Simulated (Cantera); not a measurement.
## Hydrocarbon pyrolysis for carbon deposition

An isothermal, constant-pressure homogeneous reactor starts with 1.49 % CH4, 98.5 % N2, at 1975 K and 1.35 Torr.

Computed with Cantera and GRI-Mech 3.0 (53 species, 325 reactions). GRI-Mech 3.0 stops at C3 and has no aromatics, soot or wall deposition, so with more carbon than oxygen in the feed, carbon stays in small species such as C2H2 where larger ones or solid carbon would form. Radical loss at walls, strong at low pressure, is not modelled.

```csv
t (s),x CH4,x C2H2,x HCN,x C2H4,x C2H
0.000200,0.0149,<1e-12,<1e-12,1.78e-12,<1e-12
0.000460,0.0149,<1e-12,<1e-12,2.84e-11,<1e-12
0.00106,0.0149,4.16e-12,1.21e-12,5.57e-10,<1e-12
0.00243,0.0149,1.95e-10,9.57e-12,1.12e-8,<1e-12
0.00558,0.0148,7.90e-9,8.06e-11,1.85e-7,<1e-12
0.0128,0.0147,2.60e-7,7.97e-10,2.48e-6,2.65e-11
0.0295,0.0143,7.25e-6,9.47e-9,2.80e-5,1.78e-9
0.0678,0.0130,0.000166,1.59e-7,0.000230,5.93e-8
0.156,0.00826,0.00202,3.09e-6,0.000559,5.35e-7
0.358,0.00291,0.00545,1.93e-5,0.000122,1.26e-6
0.823,0.000732,0.00684,5.21e-5,1.28e-5,1.88e-6
1.89,0.000138,0.00720,0.000101,8.52e-7,2.62e-6
4.35,1.96e-5,0.00726,0.000151,3.25e-8,3.34e-6
10.0,9.36e-7,0.00726,0.000172,4.84e-9,4.15e-6
```
x: mole fraction; the columns are a selection and need not sum to one.

Equilibrium at this temperature and pressure: CH4 1.83e-9, C2H2 0.000428, HCN 0.0138, C2H4 1.17e-10, C2H 1.69e-6 (gas phase only).
